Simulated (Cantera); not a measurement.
A perfectly stirred reactor is fed with 11.5 % H₂, 88.5 % O₂, equivalence ratio 0.065, at 0.0132 atm; it is held at 1448 K, and followed from long to short residence time.

Computed with Cantera and GRI-Mech 3.0 (53 species, 325 reactions). Radical loss at walls, strong at low pressure, is not modelled. The temperature is held fixed by assumption; the heat of reaction is taken as removed at once.

One state of this run: x H₂ = 0.00203; x O₂ = 0.843; x OH = 0.00941; x O = 0.0296; x HO₂ = 2.94e-6; x H = 0.00658; x H₂O₂ = 9.10e-8. x: mole fraction; the columns are a selection and need not sum to one.

### Question
Which value of τ (s) does it belong to?
A) 0.0051
B) 0.00087
C) 0.99
D) 0.071

### Answer
D, 0.071
